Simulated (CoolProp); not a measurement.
Vapour-liquid equilibrium of fluoroethane (R161) (1) + R227EA (2) at 0.0188 MPa; x and y are mole fractions of (1).

Model: multi-fluid Helmholtz-energy mixture model, Wu 2012 and Lemmon 2016; pair parameters Bell 2016, in CoolProp.

```csv
x,bubble temperature (K),y at the bubble point,dew temperature at overall composition x (K),liquid density (mol/L)
0.05,223.6,0.066,223.6,9.977
0.15,222.5,0.238,223.1,10.53
0.25,220.5,0.430,222.4,11.13
0.35,218.0,0.604,221.4,11.80
0.45,215.3,0.738,220.3,12.52
0.55,212.7,0.833,218.9,13.31
0.65,210.3,0.896,217.2,14.17
0.75,208.3,0.939,215.0,15.10
0.85,206.6,0.969,212.1,16.13
0.95,205.1,0.991,207.7,17.28
```

No azeotrope shows between x = 0.05 and 0.95.

Pair parameters are fitted to limited data, so mixtures are less certain than the pure fluids.
